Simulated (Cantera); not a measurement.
Premixed flame

A freely propagating, adiabatic, planar premixed flame of H2 : O2 : N2 = 1 : 0.926 : 3.48 (molar parts), equivalence ratio 0.54, unburnt at 400 K and 1.10 bar; mixture-averaged transport, grid criteria slope 0.08 and curve 0.16, no radiation.

Cantera simulation using the H2/O2 subset of GRI-Mech 3.0, which has no nitrogen chemistry; the numbers are that mechanism's predictions, not measurements. Burning velocities carry a grid error of a few per cent, more on coarse grids. Lean hydrogen flames are cellular in practice and burn faster than this planar one.

| z (mm) | T (K) | u (m/s) | x H2 | x O2 | x O | x H | x HO2 | x H2O2 |
|---|---|---|---|---|---|---|---|---|
| -1.08 | 400 | 1.07 | 0.184 | 0.171 | <1e-8 | <1e-8 | <1e-8 | <1e-8 |
| -0.717 | 400 | 1.07 | 0.183 | 0.172 | <1e-8 | <1e-8 | 8.53e-8 | 3.09e-8 |
| -0.538 | 402 | 1.07 | 0.179 | 0.173 | <1e-8 | <1e-8 | 8.51e-7 | 3.12e-7 |
| -0.358 | 410 | 1.08 | 0.167 | 0.175 | 6.72e-8 | <1e-8 | 9.16e-6 | 3.25e-6 |
| -0.179 | 539 | 1.37 | 0.126 | 0.177 | 8.07e-6 | 2.21e-5 | 0.000287 | 5.75e-5 |
| -0.0896 | 823 | 2.04 | 0.0873 | 0.164 | 0.000235 | 0.000967 | 0.000263 | 5.17e-5 |
| 0 | 1146 | 2.82 | 0.0476 | 0.136 | 0.00193 | 0.00429 | 0.000136 | 1.48e-5 |
| 0.0896 | 1372 | 3.37 | 0.0207 | 0.110 | 0.00439 | 0.00637 | 8.26e-5 | 5.43e-6 |
| 0.179 | 1501 | 3.68 | 0.00952 | 0.0975 | 0.00517 | 0.00558 | 5.80e-5 | 3.01e-6 |
| 0.358 | 1623 | 3.97 | 0.00420 | 0.0915 | 0.00394 | 0.00289 | 3.61e-5 | 1.46e-6 |
| 0.717 | 1706 | 4.16 | 0.00191 | 0.0904 | 0.00188 | 0.000863 | 1.84e-5 | 7.07e-7 |
| 1.43 | 1746 | 4.25 | 0.000661 | 0.0905 | 0.000647 | 0.000168 | 7.21e-6 | 3.44e-7 |
| 2.87 | 1761 | 4.28 | 0.000193 | 0.0908 | 0.000191 | 2.65e-5 | 2.48e-6 | 1.59e-7 |
x: mole fraction of selected species; z is measured from the peak of heat release.

| Property | Result |
|---|---|
| laminar burning velocity | 107 cm/s |
| thermal thickness | 0.358 mm |
| peak x(O) | 0.00517 |
| peak x(H) | 0.00639 |
| peak x(HO2) | 0.000353 |
| peak x(H2O2) | 6.66e-5 |
